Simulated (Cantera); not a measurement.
A perfectly stirred reactor is fed with 2.45 % C2H6, 19.5 % O2, 73.4 % N2, 4.66 % H2O, equivalence ratio 0.44, at 1.00 atm; it is adiabatic with a 425 K inlet, and is followed from long to short residence time, starting on the burning branch (τ in s: 0.14, 0.044, 0.014, 0.0044, 0.0014, 0.00043, 0.00013, 4.2e-05, 1.3e-05).

Cantera simulation using GRI-Mech 3.0 (53 species, 325 reactions); the numbers are that mechanism's predictions, not measurements.

x: mole fraction; the columns are a selection and need not sum to one.

```tsv
τ (s)	T (K)	x C2H6	x O2	x H2O	x H2O2	x H2	x N2O
0.14	1428	3.99e-6	0.108	0.118	2.15e-7	3.18e-5	9.79e-7
0.044	1422	[?]	0.108	0.118	[?]	[?]	9.46e-7
0.014	1411	1.94e-5	0.109	0.118	5.91e-7	0.000148	7.63e-7
0.0044	1384	4.99e-5	0.110	0.117	1.02e-6	0.000333	5.06e-7
0.0014	425	0.0245	0.195	0.0466	<1e-12	<1e-12	<1e-12
0.00043	425	0.0245	0.195	0.0466	<1e-12	<1e-12	<1e-12
0.00013	425	0.0245	0.195	0.0466	<1e-12	<1e-12	<1e-12
4.2e-5	425	0.0245	0.195	0.0466	<1e-12	<1e-12	<1e-12
1.3e-5	425	0.0245	0.195	0.0466	<1e-12	<1e-12	<1e-12
```

Q: Some entries are withheld; supply them.

A: 
- 0.044, x C2H6: 8.67e-6
- 0.044, x H2O2: 3.61e-7
- 0.044, x H2: 6.88e-5
